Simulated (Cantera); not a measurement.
Mixture: C3H8 : O2 : N2 = 1 : 5.26 : 19.8 (molar parts), at 500000 Pa, adiabatic and at constant volume. Ignition delay is the time to a rise of 400 K.

Model: GRI-Mech 3.0 (53 species, 325 reactions), integrated in Cantera. GRI-Mech 3.0 was tuned for natural gas; its chemistry of propane as a main component is partial and can be far from experiment.

Task: What does this change do: C3H8 1 to 0.56 parts?

Result: 
```tsv
quantity	before	after
delay at 1075 K	30.5 ms	27.0 ms
delay at 1275 K	0.630 ms	0.595 ms
delay at 1475 K	35.4 µs	34.7 µs
delay at 1675 K	6.13 µs	6.25 µs
apparent activation energy between 1575 and 1775 K	160 kJ/mol	150 kJ/mol
```
